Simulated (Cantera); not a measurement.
An adiabatic, constant-volume homogeneous reactor starts with 3.27 % C3H8, 8.61 % O2, 86.1 % N2, 2.06 % H2O, at 1573 K and 22.7 atm.

Cantera simulation using GRI-Mech 3.0 (53 species, 325 reactions); the numbers are that mechanism's predictions, not measurements. GRI-Mech 3.0 was tuned for natural gas; its chemistry of propane as a main component is partial and can be far from experiment. The pressure lies above the range GRI-Mech 3.0 was tuned for (to about 10 atm).

Predict: time of steepest temperature rise; temperature at 0.600 s; equilibrium temperature; x(O2) at 0.600 s; x(H2O) at 0.600 s; x(H) at 0.600 s; x(CO) at 0.600 s.


```
Property                                                              Result
---------------------------------  -----------------------------------------
time of steepest temperature rise                                    11.4 µs
temperature at 0.600 s                                                2421 K
equilibrium temperature                                               2421 K
x(O2) at 0.600 s                     5.00e-7 (gas-phase equilibrium 5.00e-7)
x(H2O) at 0.600 s                      0.0712 (gas-phase equilibrium 0.0712)
x(H) at 0.600 s                    0.000718 (gas-phase equilibrium 0.000718)
x(CO) at 0.600 s                       0.0746 (gas-phase equilibrium 0.0746)
```
